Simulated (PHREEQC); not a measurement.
Consider water at 20 °C with 0.0028 mol/kgw MnSO4. Closed to the air; pH follows from the charge balance.

Model: ion-association model, phreeqc.dat, run in PHREEQC.

| quantity | before | after |
|---|---|---|
| pH | 6.76 | 6.68 |
| ionic strength (mol/kgw) | 0.00952 | 0.0177 |
| SO4-2 (mol/kgw) | 0.00238 | 0.00444 |

Q: Which change was made?
(A) MnSO4 from 0.0028 to 0.0056 mol/kgw
(B) diluted 10-fold with water
(C) diluted 100-fold with water
(D) MnSO4 replaced by H2SO4 at the same molality

A: A, MnSO4 from 0.0028 to 0.0056 mol/kgw

No solid was allowed to form.
